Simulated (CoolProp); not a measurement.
Properties of dimethyl ether at several states (Tc = 127.2 °C, pc = 5.337 MPa, ω = 0.196).

Computed with CoolProp (reference Helmholtz-energy equation of state, Wu 2011).

```json
[
 {"T (°C)": "-52.65", "p (MPa)": "1.15", "phase": "liquid", "viscosity (µPa s)": "305", "fugacity coefficient": "0.02238"},
 {"T (°C)": "-78.75", "p (MPa)": "3.19", "phase": "liquid", "viscosity (µPa s)": "500", "fugacity coefficient": "0.001551"},
 {"T (°C)": "119.25", "p (MPa)": "0.0743", "phase": "gas", "viscosity (µPa s)": "11.9", "fugacity coefficient": "0.9947"},
 {"T (°C)": "-16.85", "p (MPa)": "0.348", "phase": "liquid", "viscosity (µPa s)": "190", "fugacity coefficient": "0.3907"},
 {"T (°C)": "203.05", "p (MPa)": "0.0148", "phase": "gas", "viscosity (µPa s)": "14.9", "fugacity coefficient": "0.9994"}
]
```

Viscosity comes from a separate model (Meng 2012).
